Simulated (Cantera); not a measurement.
# Hydrocarbon pyrolysis for carbon deposition

An isothermal, constant-pressure homogeneous reactor starts with C₂H₆ : N₂ = 1 : 13 (molar parts), at 1800 K and 0.0263 atm.

Computed with Cantera and GRI-Mech 3.0 (53 species, 325 reactions). GRI-Mech 3.0 stops at C3 and has no aromatics, soot or wall deposition, so with more carbon than oxygen in the feed, carbon stays in small species such as C2H2 where larger ones or solid carbon would form. Radical loss at walls, strong at low pressure, is not modelled.

```tsv
t (s)	x C₂H₆	x C₂H₂	x C₂H	x C₂H₄	x CH₄
2.00e-5	0.0661	4.83e-8	<1e-12	0.000101	0.000181
8.60e-5	0.0442	0.000152	6.75e-8	0.00715	0.00264
0.000369	0.00206	0.0189	7.54e-6	0.0256	0.0165
0.00159	3.00e-5	0.0487	4.47e-6	0.00543	0.0162
0.00682	5.53e-6	0.0556	2.31e-6	0.000556	0.0132
0.0293	1.65e-6	0.0579	1.70e-6	0.000134	0.00950
0.126	4.21e-7	0.0604	1.99e-6	3.45e-5	0.00433
0.541	2.50e-8	0.0621	2.86e-6	6.39e-6	0.000807
2.33	6.17e-10	0.0624	3.38e-6	4.85e-6	0.000111
10.0	3.12e-11	0.0624	3.42e-6	4.81e-6	2.23e-5
```
x: mole fraction; the columns are a selection and need not sum to one.

Equilibrium at this temperature and pressure: C₂H₆ 7.35e-12, C₂H₂ 0.0222, C₂H 1.21e-6, C₂H₄ 1.71e-6, CH₄ 1.01e-5 (gas phase only).
